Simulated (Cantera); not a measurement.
# Equilibrium for carbon deposition, reforming and gasification: C₂H₅OH + CO₂ + H₂

Charge: 1 mol C₂H₅OH, 1.3 mol CO₂, a varied amount of H₂, equilibrated at 1250 °C and 11.0 mbar.

Cantera equilibrium calculation (NASA polynomials, part measured and part estimated; ideal gas, pure solids and liquids). Candidate condensed phases: C, C₆H₆, C₇H₈, C₈H₁₈, H₂O; 110 gas species. The numbers say what is thermodynamically allowed, not how fast it happens.

```json
[
 {"n(H₂) (mol)": "0.45", "x H₂": "0.479", "x CO": "0.477", "x H₂O": "0.0324", "x CO₂": "0.0120"},
 {"n(H₂) (mol)": "1.1", "x H₂": "0.523", "x CO": "0.436", "x H₂O": "0.0309", "x CO₂": "0.00961"},
 {"n(H₂) (mol)": "2.6", "x H₂": "0.602", "x CO": "0.365", "x H₂O": "0.0275", "x CO₂": "0.00621"},
 {"n(H₂) (mol)": "6.2", "x H₂": "0.715", "x CO": "0.261", "x H₂O": "0.0211", "x CO₂": "0.00287"},
 {"n(H₂) (mol)": "15", "x H₂": "0.832", "x CO": "0.154", "x H₂O": "0.0132", "x CO₂": "0.000909"},
 {"n(H₂) (mol)": "36", "x H₂": "0.915", "x CO": "0.0778", "x H₂O": "0.00687", "x CO₂": "0.000218"},
 {"n(H₂) (mol)": "85", "x H₂": "0.960", "x CO": "0.0361", "x H₂O": "0.00324", "x CO₂": "4.54e-5"}
]
```
x: gas mole fraction; nothing condenses.

From 0.45 mol H₂ to 85 mol H₂ nothing is condensed. The main C-bearing gas is CO throughout.
